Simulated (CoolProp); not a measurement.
Computed with CoolProp (reference Helmholtz-energy equation of state, Gao 2020).

Task: For ammonia, give the phase and the speed of sound (m/s), Prandtl number at 272.55 °C and 0.0381 MPa; -11.85 °C and 0.0758 MPa.

Result: 
- 272.55 °C and 0.0381 MPa: gas; speed of sound 574, Prandtl number 0.826
- -11.85 °C and 0.0758 MPa: gas; speed of sound 406, Prandtl number 0.859

Viscosity comes from a separate model (Fenghour 1995). Thermal conductivity comes from a separate model (Tufeu 1984).
